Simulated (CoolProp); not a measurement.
Vapour-liquid equilibrium of R113 (1) + n-hexane (2) at 0.00368 MPa; x and y are mole fractions of (1).

Values from CoolProp's multi-fluid Helmholtz-energy mixture model, Marx 1992 and Thol 2019; pair parameters Bell 2016.

| x | bubble temperature, mixture model (K) | bubble temperature, Raoult's law (K) | y, mixture model | y, Raoult's law |
|---|---|---|---|---|
| 0.05 | ? | 262.9 | 0.171 | 0.122 |
| 0.15 | 258.4 | 260.5 | ? | 0.320 |
| 0.25 | 255.9 | 258.3 | 0.534 | 0.473 |
| 0.35 | 254.0 | 256.4 | 0.631 | 0.595 |
| 0.45 | 252.5 | 254.6 | ? | 0.693 |
| 0.55 | 251.3 | 253.1 | ? | 0.773 |
| 0.65 | 250.2 | 251.6 | 0.820 | 0.839 |
| 0.75 | ? | 250.3 | ? | 0.895 |
| 0.85 | ? | 249.1 | 0.920 | 0.942 |
| 0.95 | 247.7 | 247.9 | 0.972 | 0.982 |

### Question
Some entries are withheld; supply them.

### Answer

- 0.05, bubble temperature, mixture model (K): 261.9
- 0.15, y, mixture model: 0.394
- 0.45, y, mixture model: 0.705
- 0.55, y, mixture model: 0.766
- 0.75, bubble temperature, mixture model (K): 249.3
- 0.75, y, mixture model: 0.870
- 0.85, bubble temperature, mixture model (K): 248.5

The largest gap from Raoult's law is -2.4 K in bubble temperature, at x = 0.25. No azeotrope shows between x = 0.05 and 0.95.

Pair parameters are fitted to limited data, so mixtures are less certain than the pure fluids.
